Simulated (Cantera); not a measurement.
Feed: 1 mol SiH₄, 0.18 mol C₂H₄, a varied amount of H₂, equilibrated at 1725 °C and 1.00 Torr.

Equilibrium computed with Cantera from the NASA thermochemical tables; the gas is ideal and each condensed phase is pure. Candidate condensed phases: C, C₆H₆, C₇H₈, C₈H₁₈, Si, SiC; 87 gas species. Mutual solubility and eutectic melting of coexisting phases are not modelled. Gases not in the tables: Si₂H₆ and higher silanes. Kinetics and transport are ignored.

### Question
Which condensed phases are stable at each of these points (n(H₂) (mol)): 7.7, 14, 21, 27, 34, 40, 46, 53, 59?

### Answer
```
n(H₂) (mol)  condensed phases  Si condensed (%)
-----------  ----------------  ----------------
7.7            Si(l) + SiC(s)              62.3
14             Si(l) + SiC(s)              38.7
21                     SiC(s)              34.3
27                     SiC(s)              34.3
34                     SiC(s)              34.2
40                     SiC(s)              34.2
46                     SiC(s)              34.1
53                     SiC(s)              34.0
59                     SiC(s)              33.9
```

From 7.7 mol H₂ to 14 mol H₂ the condensed part is Si(l) + SiC(s). From 21 mol H₂ to 59 mol H₂ the condensed part is SiC(s).
